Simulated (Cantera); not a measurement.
# CaCl2 + H2 (halide evaporation, hydrolysis and transport)

Input: 1 mol CaCl2, 14 mol H2, equilibrated at 1627 °C.

Equilibrium computed with Cantera from the NASA thermochemical tables; the gas is ideal and each condensed phase is pure. Candidate condensed phases: Ca, CaCl2; 9 gas species. Rates play no part.

From 1.00e-6 bar to 1.00 bar nothing is condensed. The main Ca-bearing gas is Ca at 1.00e-6 bar and CaCl2 at 1.00 bar.

```tsv
P (Pa)	log p H2	log p H	log p CaCl2	log p HCl	log p Cl	log p Ca	log p CaCl
0.100	-6.41	-6.31	-8.22	-7.42	-7.43	-7.46	-8.22
1.60	-4.94	-5.57	-6.31	-6.19	-6.95	-6.52	-6.80
25	-3.66	-4.93	-4.91	-5.26	-6.65	-5.73	-5.70
400	-2.44	-4.32	-3.63	-4.38	-6.38	-4.97	-4.68
6300	-1.23	-3.72	-2.41	-3.52	-6.13	-4.26	-3.71
100000	-0.03	-3.12	-1.19	-2.65	-5.86	-3.58	-2.77
```
log p: log10 of the partial pressure in bar; nothing condenses.
